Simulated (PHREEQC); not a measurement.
A solution holds 0.0013 mol TMAH, 1.7e-05 mol H4SiO4 and 0.035 mol CuSO4 per kg of water, at 25 °C. Closed to the air; pH follows from the charge balance.

Equilibrium calculation in PHREEQC: ion-association model, wateq4f.dat.

The ionic strength comes out as 0.0837 mol/kgw. What activity coefficients do Cu2(OH)2+2, SO4-2, CuOH+, HSO4-, Cu+2 get?

Cu2(OH)2+2 0.39, SO4-2 0.40, CuOH+ 0.78, HSO4- 0.79, Cu+2 0.42.

No solid was allowed to form. The solution is supersaturated, for example in Brochantite, Antlerite, so a real one may precipitate; this is no full list. Complexes and solids missing from the database can't appear. (CH3)4N+ isn't in the database: it is added as a free cation with an ion size of 4 Å.
